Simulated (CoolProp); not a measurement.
Vapour-liquid equilibrium of dimethyl ether (1) + R227EA (2) at 316 K; x and y are mole fractions of (1).

Computed with CoolProp (multi-fluid Helmholtz-energy mixture model, Wu 2011 and Lemmon 2016; pair parameters Bell 2016).

```tsv
x	bubble pressure, mixture model (MPa)	bubble pressure, Raoult's law (MPa)	y, mixture model	y, Raoult's law
0.05	0.7316	0.7690	0.026	0.062
0.125	0.6937	0.7839	0.081	0.153
0.2	0.6645	0.7988	0.157	0.240
0.275	0.6472	0.8136	0.251	0.324
0.35	0.6433	0.8285	0.357	0.404
0.425	0.6525	0.8434	0.468	0.482
0.5	0.6735	0.8583	0.575	0.558
0.575	0.7042	0.8731	0.672	0.630
0.65	0.7421	0.8880	0.756	0.701
0.725	0.7848	0.9029	0.827	0.769
0.8	0.8305	0.9177	0.886	0.835
0.875	0.8776	0.9326	0.935	0.898
0.95	0.9254	0.9475	0.976	0.960
```

The largest gap from Raoult's law is -22.6 % in bubble pressure, at x = 0.425. y crosses x between x = 0.275 and 0.35: the model has an azeotrope there.

The pair parameters rest on a limited set of measurements; away from them the model extrapolates.
